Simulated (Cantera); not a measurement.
A Cantera script and its output.

```python
import numpy as np
import cantera as ct

gas = ct.Solution("gri30.yaml")
gas.TPX = 1450, 150, {'H2': 0.0098, 'O2': 1, 'N2': 1.4}
reactor = ct.IdealGasConstPressureReactor(gas, energy="off", clone=False)
net = ct.ReactorNet([reactor])
net.rtol, net.atol = 1e-08, 1e-18
show = ['H2', 'O2', 'HO2', 'H2O', 'OH', 'H']
times = np.geomspace(2e-05, 200, 11)

steps = ct.SolutionArray(gas, extra=["t"])
rows = []
print(f"{'t/s':>10s}{'T/K':>9s}{'P/Pa':>11s}" + "".join(f"{s:>11s}" for s in show))
for t in times:
    while net.time < t:
        t_next = net.step()
        steps.append(gas.state, t=t_next)
    rows.append([np.interp(t, steps.t, y) for y in (steps.T, steps.P, *steps(*show).X.T)])
    print(f"{t:10.3e}{rows[-1][0]:9.1f}{rows[-1][1]:11.4g}" + "".join(f"{x:11.3e}" for x in rows[-1][2:]))
rate = np.gradient(steps.T, steps.t)
print("integrator steps:", len(steps.t))
if steps.T.max() > steps.T[0] + 200:
    print(f"time of steepest temperature rise: {steps.t[rate.argmax()]:.4e} s")
gas.TPX = 1450, 150, {'H2': 0.0098, 'O2': 1, 'N2': 1.4}
gas.equilibrate("TP")
print(f"equilibrium (TP): T = {gas.T:.1f} K  " + "  ".join(f"{s} {gas[s].X[0]:.3e}" for s in show))
```

It prints:

```
       t/s      T/K       P/Pa         H2         O2        HO2        H2O         OH          H
 2.000e-05   1450.0        150  4.067e-03  4.150e-01  1.732e-10  6.334e-15  4.769e-12  1.684e-10
 1.002e-04   1450.0        150  4.067e-03  4.150e-01  8.679e-10  7.484e-13  1.108e-10  7.578e-10
 5.024e-04   1450.0        150  4.067e-03  4.150e-01  4.348e-09  7.317e-11  2.001e-09  2.408e-09
 2.518e-03   1450.0        150  4.067e-03  4.150e-01  2.174e-08  4.297e-09  2.053e-08  4.767e-09
 1.262e-02   1450.0        150  4.066e-03  4.150e-01  1.077e-07  2.457e-07  2.905e-07  3.070e-08
 6.325e-02   1450.0        150  2.832e-03  4.138e-01  4.953e-08  8.946e-04  6.136e-04  6.736e-05
 3.170e-01   1450.0        150  1.524e-05  4.110e-01  1.694e-08  3.701e-03  5.988e-04  1.029e-04
 1.589e+00   1450.0        150  1.506e-05  4.111e-01  1.684e-08  3.704e-03  5.952e-04  1.009e-04
 7.962e+00   1450.0        150  1.418e-05  4.112e-01  1.635e-08  3.718e-03  5.776e-04  9.185e-05
 3.991e+01   1450.0        150  1.072e-05  4.119e-01  1.426e-08  3.777e-03  5.027e-04  5.950e-05
 2.000e+02   1450.0        150  3.879e-06  4.131e-01  8.864e-09  3.911e-03  3.028e-04  1.252e-05
integrator steps: 815
equilibrium (TP): T = 1450.0 K  H2 1.549e-07  O2 4.132e-01  HO2 8.821e-09  H2O 4.044e-03  OH 6.054e-05  H 9.678e-08
```

Model: GRI-Mech 3.0 (53 species, 325 reactions), integrated in Cantera. Radical loss at walls, strong at low pressure, is not modelled.
